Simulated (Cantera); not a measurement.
What does this Cantera script print?

```python
import numpy as np
import cantera as ct

gas = ct.Solution("gri30.yaml")
gas.TPX = 1798, 1000000, {'CH4': 1, 'O2': 6.06, 'N2': 22.8}
reactor = ct.IdealGasConstPressureReactor(gas, energy="on", clone=False)
net = ct.ReactorNet([reactor])
net.rtol, net.atol = 1e-08, 1e-16
show = ['CH4', 'O2', 'CH2O', 'H2', 'CH2CO', 'H']
times = np.geomspace(3e-06, 9, 16)

steps = ct.SolutionArray(gas, extra=["t"])
rows = []
print(f"{'t/s':>10s}{'T/K':>9s}{'P/Pa':>11s}" + "".join(f"{s:>11s}" for s in show))
for t in times:
    while net.time < t:
        t_next = net.step()
        steps.append(gas.state, t=t_next)
    rows.append([np.interp(t, steps.t, y) for y in (steps.T, steps.P, *steps(*show).X.T)])
    print(f"{t:10.3e}{rows[-1][0]:9.1f}{rows[-1][1]:11.4g}" + "".join(f"{x:11.3e}" for x in rows[-1][2:]))
rate = np.gradient(steps.T, steps.t)
print("integrator steps:", len(steps.t))
if steps.T.max() > steps.T[0] + 200:
    print(f"time of steepest temperature rise: {steps.t[rate.argmax()]:.4e} s")
gas.TPX = 1798, 1000000, {'CH4': 1, 'O2': 6.06, 'N2': 22.8}
gas.equilibrate("HP")
print(f"equilibrium (HP): T = {gas.T:.1f} K  " + "  ".join(f"{s} {gas[s].X[0]:.3e}" for s in show))
```

It prints:

```
       t/s      T/K       P/Pa        CH4         O2       CH2O         H2      CH2CO          H
 3.000e-06   1797.8      1e+06  3.329e-02  2.028e-01  4.248e-05  1.831e-05  7.918e-10  7.623e-07
 8.108e-06   1802.8      1e+06  3.148e-02  2.016e-01  6.208e-04  2.670e-04  8.538e-07  8.380e-06
 2.191e-05   2383.4      1e+06  1.385e-15  1.340e-01  1.492e-11  8.824e-04  8.682e-16  6.795e-04
 5.923e-05   2463.2      1e+06  7.947e-17  1.341e-01  9.828e-13  2.786e-04  9.990e-18  1.147e-04
 1.601e-04   2463.1      1e+06  1.105e-18  1.340e-01  9.427e-13  2.755e-04  1.244e-19  1.128e-04
 4.327e-04   2461.7      1e+06  7.782e-20  1.336e-01  9.319e-13  2.740e-04  5.575e-22  1.117e-04
 1.169e-03   2458.2      1e+06  7.428e-20  1.328e-01  9.052e-13  2.703e-04  4.889e-22  1.092e-04
 3.161e-03   2450.6      1e+06  6.755e-20  1.310e-01  8.492e-13  2.623e-04  4.264e-22  1.040e-04
 8.543e-03   2439.5      1e+06  5.854e-20  1.283e-01  7.727e-13  2.510e-04  3.464e-22  9.661e-05
 2.309e-02   2433.1      1e+06  5.385e-20  1.268e-01  7.319e-13  2.447e-04  3.067e-22  9.262e-05
 6.240e-02   2432.6      1e+06  5.348e-20  1.266e-01  7.286e-13  2.442e-04  3.036e-22  9.230e-05
 1.687e-01   2432.6      1e+06  5.348e-20  1.266e-01  7.286e-13  2.442e-04  3.036e-22  9.230e-05
 4.558e-01   2432.6      1e+06  5.348e-20  1.266e-01  7.286e-13  2.442e-04  3.036e-22  9.230e-05
 1.232e+00   2432.6      1e+06  5.348e-20  1.266e-01  7.286e-13  2.442e-04  3.036e-22  9.230e-05
 3.330e+00   2432.6      1e+06  5.348e-20  1.266e-01  7.286e-13  2.442e-04  3.036e-22  9.230e-05
 9.000e+00   2432.6      1e+06  5.348e-20  1.266e-01  7.286e-13  2.442e-04  3.036e-22  9.230e-05
integrator steps: 1565
time of steepest temperature rise: 1.5085e-05 s
equilibrium (HP): T = 2432.6 K  CH4 8.064e-20  O2 1.266e-01  CH2O 7.286e-13  H2 2.442e-04  CH2CO 4.570e-22  H 9.230e-05
```

Detailed kinetics in Cantera: GRI-Mech 3.0 (53 species, 325 reactions).
